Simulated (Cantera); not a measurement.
Input: 1 mol Ta, 8.6 mol CO₂, 9.3 mol H₂, equilibrated at 1 atm.

Method: chemical equilibrium by Gibbs-energy minimisation in Cantera with the NASA 1993 tables (ideal gas, pure condensed phases). Candidate condensed phases: C, C₆H₆, C₇H₈, C₈H₁₈, H₂O, Ta, TaC, Ta₂O₅; 113 gas species. Equilibrium is a limit: real reactors are often held back by kinetics, nucleation or transport. All values below are at 2373 K.

Base state: CO 0.405, H₂O 0.264, H₂ 0.249, CO₂ 0.0737, H 0.00692, OH 0.00131, O 2.44e-5, TaO₂ 1.18e-5 (mole fractions); condensed: Ta₂O₅(l).

**Question.** What changes in the equilibrium state with this change: pressure from 1 atm to 0.000190 bar?

**Answer.** 
| species | before | after |
|---|---|---|
| H | 0.00692 | 0.329 |
| CO | 0.405 | 0.296 |
| H₂ | 0.249 | 0.105 |
| H₂O | 0.264 | 0.0661 |
| TaO₂ | 1.18e-5 | 0.0380 |
| O | 2.44e-5 | 0.0769 |
| O₂ | 1.08e-5 | 0.0200 |
| OH | 0.00131 | 0.0366 |
| CO₂ | 0.0737 | 0.0318 |
| TaO | 1.50e-8 | 8.19e-5 |
| Ta₂O₅(l), mol | 0.500 | 0 |
